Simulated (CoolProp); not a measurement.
Ammonia along the isotherm 391.4 K: density (kg/m³) from the reference equation and from simpler models built on Tc = 405.6 K, pc = 11.36 MPa, ω = 0.256; each cubic takes its own stable root.

Model: reference Helmholtz-energy equation of state, Gao 2020, in CoolProp.

```tsv
p (MPa)	phase	reference	van der Waals	Redlich-Kwong	Soave-Redlich-Kwong	Peng-Robinson
0.0898	gas	0.4715	0.4712	0.4714	0.4714	0.4715
0.136	gas	0.7153	0.7145	0.7150	0.7150	0.7154
0.204	gas	1.076	1.074	1.075	1.075	1.076
0.308	gas	1.631	1.626	1.629	1.629	1.631
0.465	gas	2.477	2.466	2.472	2.473	2.477
0.702	gas	3.774	3.750	3.763	3.764	3.774
1.06	gas	5.781	5.725	5.755	5.758	5.780
1.6	gas	___	8.790	8.862	8.871	___
2.41	gas	___	13.61	___	13.80	13.93
3.64	gas	22.41	21.52	___	22.03	22.34
5.48	gas	37.89	35.19	36.45	36.67	37.52
8.27	gas	77.63	64.30	69.43	70.94	___
12.5	liquid	426.9	241.7	305.8	314.8	352.5
18.8	liquid	456.2	___	340.0	___	386.8
28.4	liquid	483.4	290.7	370.3	374.4	418.6
```

Task: Some entries are withheld; supply them.

Result: 
- 1.6, reference: 8.925
- 1.6, Peng-Robinson: 8.923
- 2.41, reference: 13.94
- 2.41, Redlich-Kwong: 13.78
- 3.64, Redlich-Kwong: 21.96
- 8.27, Peng-Robinson: 74.04
- 18.8, van der Waals: 269.0
- 18.8, Soave-Redlich-Kwong: 345.8
